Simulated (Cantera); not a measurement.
A closed system holds: 1 mol Ti, 2.4 mol O₂, 9.3 mol H₂, equilibrated at 1098.15 K and 100 Pa.

Equilibrium computed with Cantera from the NASA thermochemical tables; the gas is ideal and each condensed phase is pure. Candidate condensed phases: H₂O, Ti, TiO, TiO₂, Ti₂O₃, Ti₃O₅, Ti₄O₇; 12 gas species. Kinetics and transport are ignored.

Base state: H₂ 0.699, H₂O 0.301 (mole fractions); condensed: TiO₂(rutile).

Problem. What changes in the equilibrium state with this change: temperature from 1098.15 K to 1775 K?

Solution. 
| species | before | after |
|---|---|---|
| H₂ | 0.699 | 0.692 |
| H₂O | 0.301 | 0.300 |
| H | 6.56e-7 | 0.00762 |
| OH | 1.25e-9 | 0.000205 |
| TiO₂(rutile), mol | 1.00 | 1.000 |

Problem. What changes in the equilibrium state with this change: O₂ from 2.4 to 0.27 mol?

Solution. 
```
species            before  after
-----------------  ------  -----
H₂                  0.699  1.000
H₂O                 0.301  <1e-9
TiO₂(rutile), mol    1.00      0
Ti(α), mol              0  0.460
TiO(s), mol             0  0.540
```
Mutual solubility and eutectic melting of coexisting phases are not modelled. TiO: taken at fixed stoichiometry. Condensed phases not in the tables: N, O or C dissolved in the metal.

Problem. What changes in the equilibrium state with this change: temperature from 1098.15 K to 2023 K?

Solution. 
| species | before | after |
|---|---|---|
| H₂ | 0.699 | 0.634 |
| H₂O | 0.301 | 0.315 |
| H | 6.56e-7 | 0.0478 |
| TiO₂ | <1e-9 | 0.000327 |
| OH | 1.25e-9 | 0.00247 |
| O | <1e-9 | 0.000135 |
| O₂ | <1e-9 | 2.89e-5 |
| TiO₂(rutile), mol | 1.00 | 0.0756 |
| Ti₄O₇(l), mol | 0 | 0.230 |
Mutual solubility and eutectic melting of coexisting phases are not modelled. Condensed phases not in the tables: Magnéli phases beyond Ti₄O₇.
